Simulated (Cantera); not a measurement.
**Catalytic stagnation flow on Pt**

A jet of H₂ : O₂ : N₂ = 0.017 : 0.11 : 0.79 (molar parts) at 300 K and 0.0370 bar hits a platinum plate 3.4 cm away at a mass flux of 0.032 kg/m²/s; the plate temperature is set and raised in steps from an oxygen-covered start.

Cantera simulation using Deutschmann's 1995 Pt surface mechanism with GRI-Mech 3.0 gas chemistry; the numbers are that mechanism's predictions, not measurements. Catalytic surfaces can have several steady states; this one follows from the mechanism file's or the stated starting coverage.

```csv
plate T (K),wall x H₂,wall x O₂,wall x H₂O,wall x OH,θ free Pt,θ O*,θ OH*
500,0.00351,0.104,0.0293,<1e-8,0.0494,0.941,0.00928
550,0.00350,0.104,0.0291,<1e-8,0.0523,0.942,0.00530
600,0.00349,0.104,0.0289,<1e-8,0.0552,0.942,0.00330
650,0.00345,0.104,0.0288,<1e-8,0.0586,0.939,0.00222
700,0.00322,0.104,0.0291,<1e-8,0.0666,0.932,0.00164
750,0.00262,0.103,0.0300,<1e-8,0.0889,0.910,0.00137
```
x: mole fraction at the wall; θ: surface coverage.
